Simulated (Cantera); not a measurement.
Feed: 1 mol FeCl3, 2.5 mol H2O, 110 mol H2, held at 10.0 Torr.

These are equilibrium values from Cantera (NASA tables, ideal gas, pure condensed phases), not measurements of a reactor. Candidate condensed phases: Fe, FeCl2, FeCl3, FeO, Fe(OH)2, Fe(OH)3, Fe2O3, Fe3O4, H2O; 22 gas species. Kinetics and transport are ignored.

Question: At 1075 K, list the 4 most abundant gas species with their mole fractions, and the condensed phases.

Answer: H2 0.952, HCl 0.0260, H2O 0.0219, FeCl2 0.000173. Condensed: Fe(α).
